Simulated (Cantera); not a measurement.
**Titanium nitride, carbide and oxide coatings: Ti(OiPr)4 + N2**

Charge: 1 mol Ti(OiPr)4, 0.38 mol N2, equilibrated at 0.0975 Torr.

Equilibrium computed with Cantera from the NASA thermochemical tables; the gas is ideal and each condensed phase is pure. Candidate condensed phases: C, C6H6, C7H8, C8H18, H2O, Ti, TiC, TiN, TiO, TiO2, Ti2O3, Ti3O5, Ti4O7; 139 gas species. The feed counts by its element totals alone. TiC: taken at fixed stoichiometry. Rates play no part.

| T (K) | x H2 | x H | x CO | x N2 | n C(graphite) | n TiC(s) |
|---|---|---|---|---|---|---|
| 1298 | 0.762 | 8.20e-5 | 0.218 | 0.0207 | 7.00 | 1.00 |
| 1373 | 0.761 | 0.000255 | 0.218 | 0.0206 | 7.00 | 1.00 |
| 1448 | 0.761 | 0.000705 | 0.218 | 0.0206 | 7.00 | 1.00 |
| 1523 | 0.760 | 0.00177 | 0.217 | 0.0206 | 7.00 | 1.00 |
| 1598 | 0.758 | 0.00406 | 0.217 | 0.0205 | 6.99 | 1.00 |
| 1673 | 0.754 | 0.00867 | 0.217 | 0.0204 | 6.99 | 1.00 |
| 1748 | 0.746 | 0.0173 | 0.216 | 0.0202 | 6.99 | 1.00 |
| 1823 | 0.732 | 0.0325 | 0.214 | 0.0199 | 6.98 | 1.000 |
| 1898 | 0.710 | 0.0578 | 0.211 | 0.0195 | 6.97 | 1.000 |
| 1973 | 0.675 | 0.0972 | 0.207 | 0.0189 | 6.95 | 1.000 |
| 2048 | 0.623 | 0.155 | 0.201 | 0.0181 | 6.93 | 1.000 |
| 2123 | 0.553 | 0.234 | 0.192 | 0.0170 | 6.91 | 0.999 |
x: gas mole fraction; n: condensed amount in mol.

From 1298 K to 2123 K the condensed part is C(graphite) + TiC(s).
